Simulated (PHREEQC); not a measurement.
Make-up at 82 °C: 100 mmol/kgw HF, 0.49 mmol/kgw (NH4)2SiF6 and 29 mmol/kgw H2SO4. Closed to the air; pH follows from the charge balance.

Model: ion-association model, phreeqc.dat, run in PHREEQC.

Problem. The ionic strength comes out as 0.0392 mol/kgw. What activity coefficients do H+, NH4+, HF2-, F-, SO4-2 get?

Solution. H+ 0.85, NH4+ 0.80, HF2- 0.82, F- 0.81, SO4-2 0.45.

This is a speciation only: nothing precipitates in the calculation. Constants without temperature data keep their 25 °C values here. SiF6-2 is the database's only silicon fluoride.
